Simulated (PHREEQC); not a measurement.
Consider water at 25 °C with 0.84 mol HCl, 0.86 mol MnCl2 and 0.00068 mol H4SiO4 per kg of water. Closed to the air; pH follows from the charge balance.

Computed with PHREEQC (Pitzer model, pitzer.dat).

```
quantity              before  after
--------------------  ------  -----
pH                     -0.16   2.15
SI of SiO2(a) (SiO2)   -0.43  -2.51
```

Task: Name the change that produced these shifts.
A. 0.01 mol/kgw Ca(HCO3)2 added
B. HCl from 0.84 to 0.084 mol/kgw
C. MnCl2 from 0.86 to 0.43 mol/kgw
D. H4SiO4 replaced by Na2SiO3 at the same molality
E. diluted 100-fold with water

Result: E, diluted 100-fold with water

No solid was allowed to form. In brines, pH and single-ion activities rest on the MacInnes convention.
